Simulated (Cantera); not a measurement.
An isothermal, constant-pressure homogeneous reactor starts with 4.48 % H₂, 9.75 % O₂, 85.8 % N₂, equivalence ratio 0.23, at 1175 K and 0.370 bar.

Computed with Cantera and GRI-Mech 3.0 (53 species, 325 reactions). The temperature is held fixed by assumption; the heat of reaction is taken as removed at once.

One state of this run: x H₂ = 1.71e-8; x O₂ = 0.0768; x N₂O = 1.06e-7; x HO₂ = 5.12e-9; x OH = 4.25e-6; x H₂O₂ = 1.21e-9; x H₂O = 0.0459. x: mole fraction; the columns are a selection and need not sum to one.

Task: Which value of t (s) does it belong to?
A. 5.00
B. 0.00279
C. 0.000230
D. 0.412

Result: D, 0.412
